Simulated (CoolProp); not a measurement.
Vapour-liquid equilibrium of carbon dioxide (1) + hydrogen sulfide (2) at 227 K; x and y are mole fractions of (1).

Computed with CoolProp (multi-fluid Helmholtz-energy mixture model, Span 1996 and Lemmon 2006; pair parameters Kunz 2012).

```json
[
 {"x": "0.05", "bubble pressure (bar)": "2.814", "y at the bubble point": "0.322", "dew pressure at overall composition x (bar)": "2.072", "liquid density (mol/L)": "27.20"},
 {"x": "0.2", "bubble pressure (bar)": "4.704", "y at the bubble point": "0.636", "dew pressure at overall composition x (bar)": "2.426", "liquid density (mol/L)": "27.10"},
 {"x": "0.35", "bubble pressure (bar)": "5.845", "y at the bubble point": "0.737", "dew pressure at overall composition x (bar)": "2.921", "liquid density (mol/L)": "26.60"},
 {"x": "0.5", "bubble pressure (bar)": "6.545", "y at the bubble point": "0.790", "dew pressure at overall composition x (bar)": "3.658", "liquid density (mol/L)": "25.95"},
 {"x": "0.65", "bubble pressure (bar)": "7.050", "y at the bubble point": "0.833", "dew pressure at overall composition x (bar)": "4.842", "liquid density (mol/L)": "25.37"},
 {"x": "0.8", "bubble pressure (bar)": "7.489", "y at the bubble point": "0.884", "dew pressure at overall composition x (bar)": "6.672", "liquid density (mol/L)": "25.15"},
 {"x": "0.95", "bubble pressure (bar)": "7.866", "y at the bubble point": "0.962", "dew pressure at overall composition x (bar)": "7.826", "liquid density (mol/L)": "25.56"}
]
```

No azeotrope shows between x = 0.05 and 0.95.

Pair parameters are fitted to limited data, so mixtures are less certain than the pure fluids.
